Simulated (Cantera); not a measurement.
Feed: 1 mol HCl, 0.037 mol H2O, a varied amount of N2, held at 850 °C and 0.270 bar.

Cantera equilibrium calculation (NASA polynomials, part measured and part estimated; ideal gas, pure solids and liquids). Candidate condensed phases: H2O, NH4Cl; 29 gas species. Equilibrium is a limit: real reactors are often held back by kinetics, nucleation or transport.

log p: log10 of the partial pressure in bar; nothing condenses.

```csv
n(N2) (mol),log p N2,log p HCl,log p H2O,log p Cl,log p H2,log p Cl2
4,-0.67,-1.27,[?],-5.78,-5.82,-6.17
4.8,-0.65,-1.33,[?],-5.82,-5.88,-6.24
5.7,-0.64,-1.40,[?],-5.86,-5.93,-6.31
6.7,-0.63,-1.46,[?],-5.89,-5.98,-6.39
7.9,-0.62,-1.52,[?],-5.93,-6.03,-6.46
9.4,-0.61,-1.59,[?],-5.97,-6.08,-6.54
11,-0.61,-1.65,[?],-6.01,-6.13,-6.61
13,-0.60,-1.72,[?],-6.05,-6.19,-6.69
16,-0.60,-1.80,-3.23,-6.10,-6.25,-6.80
18,-0.59,-1.85,-3.28,-6.13,-6.29,-6.86
22,-0.59,-1.93,[?],-6.18,-6.35,-6.96
26,-0.59,-2.00,[?],-6.22,-6.41,-7.04
```

### Question
Fill in the missing entries.

### Answer

- 4, log p H2O: -2.70
- 4.8, log p H2O: -2.77
- 5.7, log p H2O: -2.83
- 6.7, log p H2O: -2.89
- 7.9, log p H2O: -2.95
- 9.4, log p H2O: -3.02
- 11, log p H2O: -3.08
- 13, log p H2O: -3.15
- 22, log p H2O: -3.36
- 26, log p H2O: -3.43
